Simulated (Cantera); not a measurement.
Input: 1 mol B2O3, 50 mol HF, 3.2 mol O2, 3.9 mol SiCl4, held at 1248 K and 0.00290 bar.

Method: chemical equilibrium by Gibbs-energy minimisation in Cantera with the NASA 1993 tables (ideal gas, pure condensed phases). Candidate condensed phases: B, B2O3, B3O3H3, H2O, Si, SiO2; 79 gas species. The tables hold silica as quartz up to 1696 K and as liquid above; real silica turns to tridymite and cristobalite and melts near 1996 K. Rates play no part.

Base state: HF 0.541, HCl 0.265, SiF4 0.0603, O2 0.0538, H2O 0.0375, BF3 0.0316, Cl 0.00622, BOF 0.00350 (mole fractions); condensed: SiO2(β-quartz).

Q: What changes in the equilibrium state with this change: temperature from 1248 K to 1348.15 K?

A: 
```json
[
 {"species": "HF", "before": "0.541", "after": "0.559"},
 {"species": "HCl", "before": "0.265", "after": "0.255"},
 {"species": "SiF4", "before": "0.0603", "after": "0.0568"},
 {"species": "H2O", "before": "0.0375", "after": "0.0279"},
 {"species": "BOF", "before": "0.00350", "after": "0.0101"},
 {"species": "Cl", "before": "0.00622", "after": "0.0136"},
 {"species": "BF3", "before": "0.0316", "after": "0.0245"},
 {"species": "O2", "before": "0.0538", "after": "0.0515"},
 {"species": "OH", "before": "1.05e-5", "after": "2.88e-5"},
 {"species": "HBO2", "before": "7.18e-5", "after": "0.000159"},
 {"species": "SiO2(β-quartz), mol", "before": "0.475", "after": "0.636"}
]
```
